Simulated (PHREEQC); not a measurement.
A solution holds 0.18 mol/kgw FeCl2, at 20 °C. Closed to the air; pH follows from the charge balance.

All values are PHREEQC results (ion-association model, phreeqc.dat), not measurements.

Q: The ionic strength comes out as 0.506 mol/kgw. What activity coefficients do FeOH+, H+, FeCl+, Fe+2, Cl- get?

A: FeOH+ 0.68, H+ 0.77, FeCl+ 0.74, Fe+2 0.25, Cl- 0.65.

This is a speciation only: nothing precipitates in the calculation.
